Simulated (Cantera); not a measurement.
Input: 1 mol MgO, 17 mol HBr, 1.4 mol O2, held at 1252 °C.

Method: chemical equilibrium by Gibbs-energy minimisation in Cantera with the NASA 1993 tables (ideal gas, pure condensed phases). Candidate condensed phases: Br2, H2O, Mg, MgBr2, MgO, Mg(OH)2; 20 gas species. The numbers say what is thermodynamically allowed, not how fast it happens.

### Question
At 100000 Pa, list the 6 most abundant gas species with their mole fractions, and the condensed phases.

### Answer
HBr 0.525, H2O 0.210, Br 0.109, Br2 0.102, MgBr2 0.0547, H2 0.000110. Condensed: MgO(s).
